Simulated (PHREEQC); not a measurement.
A solution holds 0.27 mol Cs2CO3 and 0.046 mol ZnBr2 per kg of water, at 20 °C. Closed to the air; pH follows from the charge balance.

Equilibrium calculation in PHREEQC: ion-association model, wateq4f.dat.

```
Property                   Value
-----------------  -------------
pH                         11.27
ionic strength     0.759 mol/kgw
activity of water          0.985
total alkalinity      540 meq/kg
```

```json
[
 {"species": "Cs+", "molality": "0.540", "activity": "0.409", "log γ": "-0.120"},
 {"species": "CO3-2", "molality": "0.175", "activity": "0.0354", "log γ": "-0.693"},
 {"species": "Br-", "molality": "0.0920", "activity": "0.0697", "log γ": "-0.120"},
 {"species": "Zn(CO3)2-2", "molality": "0.0441", "activity": "0.0146", "log γ": "-0.481"},
 {"species": "HCO3-", "molality": "0.00678", "activity": "0.00455", "log γ": "-0.173"},
 {"species": "OH-", "molality": "0.00205", "activity": "0.00124", "log γ": "-0.220"},
 {"species": "Zn(OH)2", "molality": "0.000954", "activity": "0.00114", "log γ": "0.076"},
 {"species": "Zn(OH)3-", "molality": "0.000864", "activity": "0.000655", "log γ": "-0.120"},
 {"species": "Zn(OH)4-2", "molality": "5.73e-5", "activity": "1.89e-5", "log γ": "-0.481"},
 {"species": "ZnCO3", "molality": "1.61e-5", "activity": "1.92e-5", "log γ": "0.076"},
 {"species": "ZnOH+", "molality": "4.87e-7", "activity": "3.69e-7", "log γ": "-0.120"},
 {"species": "CO2", "molality": "5.05e-8", "activity": "6.02e-8", "log γ": "0.076"},
 {"species": "Zn+2", "molality": "1.21e-8", "activity": "2.72e-9", "log γ": "-0.650"},
 {"species": "ZnHCO3+", "molality": "2.05e-9", "activity": "1.56e-9", "log γ": "-0.120"}
]
```

Precipitation was switched off in this run. The solution is supersaturated, for example in Zn(OH)2-e, Zn(OH)2-a, so a real one may precipitate; this is no full list. Caution: at this ionic strength the ion-association model is outside its range; a Pitzer model would be the better tool where its parameters exist. The database's zinc carbonate complexes are estimates, stronger than later reviews accept.
